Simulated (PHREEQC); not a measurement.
**Nickel, zinc or cadmium bath: an equilibrium model**

Solution (25 °C): 0.00062 mol ZnSO4, 0.026 mol NaOH and 0.000104 mol HCl per kg of water. Closed to the air; pH follows from the charge balance.

The numbers come from PHREEQC with the ion-association model, phreeqc.dat.

```yaml
pH: 12.30
ionic_strength: 0.0267 mol/kgw
specific_conductance: 5490 µS/cm
total_alkalinity: 25.9 meq/kg
```

```json
[
 {"species": "Na+", "molality": "0.0260", "activity": "0.0223", "log γ": "-0.066"},
 {"species": "OH-", "molality": "0.0239", "activity": "0.0203", "log γ": "-0.070"},
 {"species": "SO4-2", "molality": "0.000579", "activity": "0.000315", "log γ": "-0.264"},
 {"species": "Zn(OH)3-", "molality": "0.000378", "activity": "0.000323", "log γ": "-0.068"},
 {"species": "Zn(OH)4-2", "molality": "0.000192", "activity": "0.000103", "log γ": "-0.270"},
 {"species": "Cl-", "molality": "0.000104", "activity": "8.87e-5", "log γ": "-0.069"},
 {"species": "Zn(OH)2", "molality": "5.06e-5", "activity": "5.09e-5", "log γ": "0.003"},
 {"species": "NaSO4-", "molality": "4.09e-5", "activity": "3.52e-5", "log γ": "-0.065"}
]
```

No solid was allowed to form. Saturation is exceeded, for instance for Zn(OH)2(e); the values hold only as long as no solid forms. Complexes and solids missing from the database can't appear.
